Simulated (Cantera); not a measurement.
# Thermodynamics of calcination and drying, feed MgCO3 + H2O + CO2

Feed: 1 mol MgCO3, 0.11 mol H2O, 6.4 mol CO2, held at 6.15 Torr.

Method: chemical equilibrium by Gibbs-energy minimisation in Cantera with the NASA 1993 tables (ideal gas, pure condensed phases). Candidate condensed phases: C, C6H6, C7H8, C8H18, H2O, Mg, MgCO3, MgO, Mg(OH)2; 116 gas species. Rates play no part.

From 1498 K to 1798 K the condensed part is MgO(s).

| T (K) | x CO2 | x CO | x H2O | x O2 | x OH | x O | x H2 | n MgO(s) |
|---|---|---|---|---|---|---|---|---|
| 1498 | 0.983 | 0.00175 | 0.0146 | 0.000871 | 2.48e-5 | 1.29e-6 | 1.01e-5 | 1.00 |
| 1548 | 0.981 | 0.00283 | 0.0146 | 0.00141 | 4.26e-5 | 3.17e-6 | 1.51e-5 | 1.00 |
| 1598 | 0.979 | 0.00446 | 0.0146 | 0.00222 | 7.08e-5 | 7.36e-6 | 2.21e-5 | 1.00 |
| 1648 | 0.975 | 0.00681 | 0.0145 | 0.00339 | 0.000114 | 1.63e-5 | 3.16e-5 | 1.00 |
| 1698 | 0.970 | 0.0101 | 0.0144 | 0.00503 | 0.000178 | 3.43e-5 | 4.42e-5 | 1.000 |
| 1748 | 0.963 | 0.0147 | 0.0143 | 0.00729 | 0.000271 | 6.91e-5 | 6.06e-5 | 1.000 |
| 1798 | 0.954 | 0.0209 | 0.0142 | 0.0103 | 0.000402 | 0.000134 | 8.15e-5 | 1.000 |
x: gas mole fraction; n: condensed amount in mol.
